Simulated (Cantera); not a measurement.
Input: 1 mol SiCl₄, 720 mol H₂, at 1277 °C and 0.100 bar.

Equilibrium computed with Cantera from the NASA thermochemical tables; the gas is ideal and each condensed phase is pure. Candidate condensed phases: Si; 19 gas species. Kinetics and transport are ignored.

Base state: H₂ 0.994, HCl 0.00535, H 9.93e-5, SiCl₂ 9.58e-5 (mole fractions); condensed: Si(s).

What changes in the equilibrium state with this change: temperature from 1277 °C to 652 °C?


```csv
species,before,after
H₂,0.994,0.997
HCl,0.00535,0.00260
SiHCl₃,5.84e-8,0.000471
SiCl₄,2.55e-9,0.000338
H,9.93e-5,<1e-9
SiH₂Cl₂,2.18e-7,6.44e-5
SiCl₂,9.58e-5,9.80e-6
"Si(s), mol",0.928,0.355
```

What changes in the equilibrium state with this change: SiCl₄ replaced by Si₂H₆?


| species | before | after |
|---|---|---|
| H₂ | 0.994 | 1.000 |
| H | 9.93e-5 | 9.96e-5 |
| HCl | 0.00535 | 0 |
| SiCl₂ | 9.58e-5 | 0 |
| Si(s), mol | 0.928 | 2.00 |
The feed counts by its element totals alone.
